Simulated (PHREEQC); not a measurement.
A solution holds 0.0074 mol/kgw NH4Cl, 0.0011 mol/kgw Na2B4O7 and 8.6e-05 mol/kgw NaCl, at 20 °C. Closed to the air; pH follows from the charge balance.

The numbers come from PHREEQC with the ion-association model, wateq4f.dat.

Each row changes one thing in this solution. Precipitation was switched off in this run.

| case | pH | ionic strength (mol/kgw) | NH4+ (mol/kgw) | H3BO3 (mol/kgw) | NH3 (mol/kgw) | H2BO3- (mol/kgw) | SI of Halite (NaCl) |
|---|---|---|---|---|---|---|---|
| as made | 8.72 | 0.00851 | 0.00623 | 0.00338 | 0.00117 | 0.00102 | -6.42 |
| diluted 10-fold with water | ___ | 0.000847 | 0.000619 | 0.000345 | 0.000121 | 9.52e-5 | ___ |
| NaCl left out | 8.72 | 0.00843 | 0.00623 | 0.00338 | 0.00117 | 0.00102 | -6.44 |
| Na2B4O7 from 0.0011 to 0.0055 mol/kgw | 9.05 | 0.0164 | 0.00530 | 0.0131 | 0.00210 | 0.00890 | -5.76 |
| NH4Cl from 0.0074 to 0.00814 mol/kgw | 8.69 | 0.00921 | 0.00692 | 0.00342 | 0.00122 | 0.000976 | -6.38 |
| Na2B4O7 from 0.0011 to 0.00121 mol/kgw | 8.74 | 0.00867 | 0.00616 | 0.00366 | 0.00124 | 0.00118 | -6.38 |
| NH4Cl from 0.0074 to 0.0037 mol/kgw | 8.90 | 0.00515 | 0.00287 | 0.00304 | 0.000833 | 0.00136 | ___ |

Q: Complete the blanks.

A: 
- diluted 10-fold with water, pH: 8.71
- diluted 10-fold with water, SI of Halite (NaCl): -8.37
- NH4Cl from 0.0074 to 0.0037 mol/kgw, SI of Halite (NaCl): -6.70
